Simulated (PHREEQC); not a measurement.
A column of 0.1 m (30 cells, dispersivity 0.005 m, 60 s a shift, diffusion coefficient 3e-10 m²/s) holds 0.0008 eq of the database's cation exchanger X per kg of pore water, first in equilibrium with 2.7 mmol/kgw MgCl2, 62 mmol/kgw (NH4)2SO4 and 0.01 mmol/kgw HCl. It is flushed with 0.00089 mol NH4Cl, 0.00099 mol LiCl and 1e-05 mol HCl per kg of water, at 40 °C. Values are for the last cell. No CO2 enters from the air. Nothing may precipitate in this run.

The numbers come from PHREEQC with the ion-association model, phreeqc.dat.

Task: Predict Li in solution (mol/kgw), S in solution (mol/kgw), Mg in solution (mol/kgw) at pore volumes = 0, 0.4167, 1.617, 1.817.

Result: 
```tsv
pore volumes	Li in solution (mol/kgw)	S in solution (mol/kgw)	Mg in solution (mol/kgw)
0	0	0.0620	0.00270
0.4167	2.69e-6	0.0618	0.00269
1.617	0.000869	0.00274	4.98e-5
1.817	0.000876	0.00114	1.35e-5
```

At this temperature some constants are extrapolated from 25 °C, and those without enthalpy data are left unchanged.
